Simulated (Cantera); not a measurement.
Input (Python, Cantera) and output of one run.

```python
import numpy as np
import cantera as ct

gas_names = """
    AL ALH ALO ALOH ALO2 ALO2H AL2 AL2O AL2O2 H HALO HO2 H2 H2O H2O2 O OH O2 O3
""".split()
cond_names = """
    AL(cr) AL(L) AL2O3(a) AL2O3(L) H2O(s) H2O(L)
""".split()


def load(file, names, dense=False):
    # The tables refer to 1 bar. Condensed volumes are neglected.
    table = {s.name: s for s in ct.Species.list_from_file(file)}
    out = []
    for n in names:
        d = dict(table[n].input_data)
        d["thermo"] = dict(d["thermo"], **{"reference-pressure": 1e5})
        if dense:
            d["equation-of-state"] = {"model": "constant-volume", "density": "1e6 g/cm^3"}
        out.append(ct.Species.from_dict(d))
    return out


gas = ct.Solution(thermo="ideal-gas", species=load("nasa_gas.yaml", gas_names))
cond = {s.name: ct.Solution(thermo="fixed-stoichiometry", species=[s], name=s.name)
        for s in load("nasa_condensed.yaml", cond_names, dense=True)}
atoms = {
    'Al': {'AL': 1},
    'H2O': {'H': 2, 'O': 1},
    'H2': {'H': 2},
}
top_T = {}  # K; cautious upper limits of use, not melting points


def equilibrate(T, P, feed):
    n = {}
    for name, mol in feed.items():
        for a, k in atoms[name].items():
            n[a] = n.get(a, 0.0) + k * mol
    gas.TPX = T, P, n
    mass = sum(n.values()) * gas.mean_molecular_weight
    gas.equilibrate("TP")
    valid = [c for c in cond.values() if c.min_temp <= T <= top_T.get(c.name, c.max_temp)]
    mix = ct.Mixture([(gas, mass / gas.mean_molecular_weight)] + [(c, 0.0) for c in valid])
    mix.T, mix.P = T, P
    mix.equilibrate("TP", solver="vcs", rtol=1e-11, max_steps=5000)
    return mix


results = []
feed = {'Al': 1, 'H2O': 5.1, 'H2': 580}  # mol
T = 2075  # K
P = 1300  # Pa
mix = equilibrate(T, P, feed)
results.append((T, P, feed, dict(zip(mix.species_names, mix.species_moles))))
x = sorted(zip(gas.X, gas.species_names), reverse=True)
print(f"T = {T:g} K  P = {P:g} Pa  gas = {mix.phase_moles(0):.4g} mol")
print("   x: " + "  ".join(f"{s} {v:.3e}" for v, s in x if v > 1e-06))
print("   condensed (mol): " + ("  ".join(f"{mix.phase(i).name} {mix.phase_moles(i):.4g}"
      for i in range(1, mix.n_phases) if mix.phase_moles(i) > 1e-12) or "none"))
```

Result:

```
T = 2075 K  P = 1300 Pa  gas = 591.9 mol
   x: H2 9.708e-01  H 2.302e-02  H2O 6.129e-03  AL 3.176e-05  ALOH 1.900e-05  OH 1.659e-05  AL2O 2.995e-06
   condensed (mol): AL2O3(a) 0.4825
```

Method: chemical equilibrium by Gibbs-energy minimisation in Cantera with the NASA 1993 tables (ideal gas, pure condensed phases). The tables' values for AlOH are old estimates; treat these amounts as uncertain.
